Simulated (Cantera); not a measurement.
## Thermodynamics of carbon deposition, reforming and gasification, feed C3H6 + NH3

A closed system holds: 1 mol C3H6, 0.053 mol NH3, equilibrated at 1577 °C and 46.0 mbar.

Cantera equilibrium calculation (NASA polynomials, part measured and part estimated; ideal gas, pure solids and liquids). Candidate condensed phases: C, C6H6, C7H8, C8H18; 92 gas species. The numbers say what is thermodynamically allowed, not how fast it happens.

The x(H2) is 0.988 and the x(N2) is 0.00816. The x(H) is 0.00250 and the x(HCN) is 0.000699. The x(C2H2 (acetylene)) is 0.000258. The x(HNC) is 2.96e-5, the x(CH4) is 2.94e-5 and the x(CH3) is 1.50e-6. The n(C(graphite)) comes out as 3.00 mol and the gas amount comes out as 3.110 mol.
